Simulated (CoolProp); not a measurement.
Vapour-liquid equilibrium of hydrogen sulfide (1) + n-butane (2) at 198.7 K; x and y are mole fractions of (1).

The numbers come from the multi-fluid Helmholtz-energy mixture model, Lemmon 2006 and Bücker 2006; pair parameters Kunz 2012 in CoolProp.

Problem. Give the bubble pressure and the first vapour's composition at x = 0.15, 0.35, 0.65. Is there an azeotrope?

Solution. x = 0.15: 25.49 kPa, y = 0.939; x = 0.35: 37.58 kPa, y = 0.963; x = 0.65: 40.96 kPa, y = 0.969. No azeotrope shows between x = 0.05 and 0.95.

Pair parameters are fitted to limited data, so mixtures are less certain than the pure fluids. With so large a gap from Raoult's law the liquid may split in two, which this calculation doesn't test in full.
